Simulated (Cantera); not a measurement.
Input: 1 mol AlN, 0.49 mol H2, held at 1175 °C and 0.133 bar.

Method: chemical equilibrium by Gibbs-energy minimisation in Cantera with the NASA 1993 tables (ideal gas, pure condensed phases). Candidate condensed phases: Al, AlN; 13 gas species. Equilibrium is a limit: real reactors are often held back by kinetics, nucleation or transport.

Base state: H2 1.000, H 2.53e-5 (mole fractions); condensed: AlN(s).

Question: What changes in the equilibrium state with this change: temperature from 1175 °C to 2200 °C?

Answer: 
| species | before | after |
|---|---|---|
| Al | 3.79e-7 | 0.486 |
| N2 | 2.90e-7 | 0.249 |
| H2 | 1.000 | 0.225 |
| AlH | 2.06e-7 | 0.0102 |
| H | 2.53e-5 | 0.0289 |
| Al2 | <1e-9 | 0.00130 |
| AlN(s), mol | 1.00 | 0 |
